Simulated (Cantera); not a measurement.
Input: 1 mol n-butane, 21 mol H2, 7.6 mol N2, equilibrated at 0.133 bar.

Cantera equilibrium calculation (NASA polynomials, part measured and part estimated; ideal gas, pure solids and liquids). Candidate condensed phases: C, C6H6, C7H8, C8H18; 92 gas species. Kinetics and transport are ignored. All values below are at 2302 °C.

Base state: H2 0.677, N2 0.200, H 0.0780, HCN 0.0312, C2H2 (acetylene) 0.00995, HNC 0.00398, CN 0.000231, C2H 9.61e-5 (mole fractions); condensed: C(graphite).

Question: What changes in the equilibrium state with this change: pressure from 0.133 bar to 42.0 Pa?

Answer: 
| species | before | after |
|---|---|---|
| H | 0.0780 | 0.675 |
| H2 | 0.677 | 0.160 |
| N2 | 0.200 | 0.139 |
| HCN | 0.0312 | 0.0127 |
| C5 | 4.73e-8 | 1.50e-5 |
| C | 3.40e-6 | 0.00108 |
| C2 | 1.08e-6 | 0.000343 |
| C3 | 1.16e-5 | 0.00367 |
| CH3 | 1.66e-5 | 1.07e-7 |
| C(graphite), mol | 2.05 | 2.10 |
